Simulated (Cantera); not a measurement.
Input: 1 mol Ta2O5, 1300 mol H2, equilibrated at 520 Pa.

Method: chemical equilibrium by Gibbs-energy minimisation in Cantera with the NASA 1993 tables (ideal gas, pure condensed phases). Candidate condensed phases: H2O, Ta, Ta2O5; 12 gas species. Mutual solubility and eutectic melting of coexisting phases are not modelled. Condensed phases not in the tables: N, O or C dissolved in the metal. The numbers say what is thermodynamically allowed, not how fast it happens.

Over these rows the condensed part is Ta(s) + Ta2O5(s). Partial pressures as log10 of bar:

```json
[
 {"T (K)": "1250", "1000/T (1/K)": "0.8000", "log p H2O": "-7.37", "log p H2": "-2.28"},
 {"T (K)": "1400", "1000/T (1/K)": "0.7143", "log p H2O": "-6.69", "log p H2": "-2.28"},
 {"T (K)": "1550", "1000/T (1/K)": "0.6452", "log p H2O": "?", "log p H2": "-2.28"},
 {"T (K)": "1700", "1000/T (1/K)": "0.5882", "log p H2O": "-5.70", "log p H2": "-2.29"},
 {"T (K)": "1850", "1000/T (1/K)": "0.5405", "log p H2O": "-5.33", "log p H2": "-2.29"},
 {"T (K)": "2000", "1000/T (1/K)": "0.5000", "log p H2O": "-5.03", "log p H2": "-2.29"}
]
```

Problem. Fit log p(H2O) = a + b·(1000/T) to the five rows, give the apparent enthalpy, and predict the row at 1550 K.

Solution. Means: 1000/T = 0.6286, log p = -6.024. Sxy = -0.489840, Sxx = 0.0626542, so b = -7.82 and a = -6.024 − (-7.82)×0.6286 = -1.11.
Apparent enthalpy: −19.145 × (-7.82) = 150 kJ/mol. With the condensed phases at unit activity, 1/5 Ta2O5(s) + H2(g) = H2O(g) + 2/5 Ta(s) links this pressure to the main gases: over the six rows their terms move log p by -0.01 in all, so the slope is close to that reaction's ΔH°. The five rows lie within 0.01 of the line.
Prediction at 1550 K: -1.11 + (-7.82)×0.6452 = -6.16. The computed value is -6.14, 0.02 from the line.
